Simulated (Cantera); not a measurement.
An isothermal, constant-pressure homogeneous reactor starts with NO : N2 = 1 : 6.6 (molar parts), at 2048 K and 8.25 Torr.

Model: GRI-Mech 3.0 (53 species, 325 reactions), integrated in Cantera. Radical loss at walls, strong at low pressure, is not modelled.

x: mole fraction; the columns are a selection and need not sum to one.

```json
[
 {"t (s)": "0.000100", "x NO": "0.132", "x N2": "0.868", "x N2O": "3.10e-8", "x O2": "4.29e-12", "x O": "3.11e-8"},
 {"t (s)": "0.000501", "x NO": "0.132", "x N2": "0.868", "x N2O": "1.54e-7", "x O2": "1.08e-10", "x O": "1.57e-7"},
 {"t (s)": "0.00251", "x NO": "0.132", "x N2": "0.868", "x N2O": "___", "x O2": "___", "x O": "___"},
 {"t (s)": "0.0126", "x NO": "0.132", "x N2": "0.868", "x N2O": "3.13e-6", "x O2": "7.74e-8", "x O": "4.69e-6"},
 {"t (s)": "0.0632", "x NO": "0.132", "x N2": "0.868", "x N2O": "7.52e-6", "x O2": "2.55e-6", "x O": "3.14e-5"},
 {"t (s)": "0.317", "x NO": "0.131", "x N2": "0.869", "x N2O": "7.89e-6", "x O2": "8.01e-5", "x O": "0.000176"},
 {"t (s)": "1.59", "x NO": "0.128", "x N2": "0.870", "x N2O": "___", "x O2": "___", "x O": "___"},
 {"t (s)": "7.96", "x NO": "0.0972", "x N2": "0.885", "x N2O": "3.22e-6", "x O2": "0.0165", "x O": "0.00126"},
 {"t (s)": "39.9", "x NO": "0.0131", "x N2": "0.927", "x N2O": "7.20e-8", "x O2": "0.0581", "x O": "0.00221"},
 {"t (s)": "200", "x NO": "0.00516", "x N2": "0.931", "x N2O": "3.30e-8", "x O2": "0.0620", "x O": "0.00229"}
]
```

Complete the blanks.


- 0.00251, x N2O: 7.46e-7
- 0.00251, x O2: 2.78e-9
- 0.00251, x O: 8.16e-7
- 1.59, x N2O: 6.61e-6
- 1.59, x O2: 0.00165
- 1.59, x O: 0.000574
